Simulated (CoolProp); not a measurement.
Values from CoolProp's reference Helmholtz-energy equation of state, Lemmon 2006. It is a short technical equation, of lower accuracy than the large ones.

### Question
For nitrous oxide, give the phase and the speed of sound (m/s) at 242.5 K and 13.9 kPa; 406.5 K and 35000 kPa; 390.1 K and 1040 kPa.

### Answer
- 242.5 K and 13.9 kPa: gas; speed of sound 244
- 406.5 K and 35000 kPa: supercritical; speed of sound 440
- 390.1 K and 1040 kPa: gas; speed of sound 299
